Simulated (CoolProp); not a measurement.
Values from CoolProp's reference Helmholtz-energy equation of state, Zhou 2012.

Question: For o-xylene, give the phase and the cv (kJ/(kg K)), fugacity coefficient at 139.35 °C and 9.96 MPa.

Answer: 
- 139.35 °C and 9.96 MPa: liquid; cv 1.73, fugacity coefficient 0.0126
